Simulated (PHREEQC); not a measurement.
**Copper plating or etch bath**

Make-up at 75 °C: 0.011 mol Cu(BF4)2 and 0.00036 mol HNO3 per kg of water. Closed to the air; pH follows from the charge balance.

Computed with PHREEQC (ion-association model, phreeqc.dat).

This is a speciation only: nothing precipitates in the calculation.

### Question
Estimate the pH, ionic strength.

### Answer
pH 2.95; ionic strength 0.0335 mol/kgw.

### Question
In which forms is B present?

### Answer
BF4- 76 %, H3BO3 11 %, BF3OH- 7.4 %, BF2(OH)2- 5.6 % of the B.

Away from 25 °C the constants follow the database's enthalpies or fits; those with neither stay at their 25 °C values. Real BF4- forms and hydrolyses slowly; the run takes it at equilibrium.
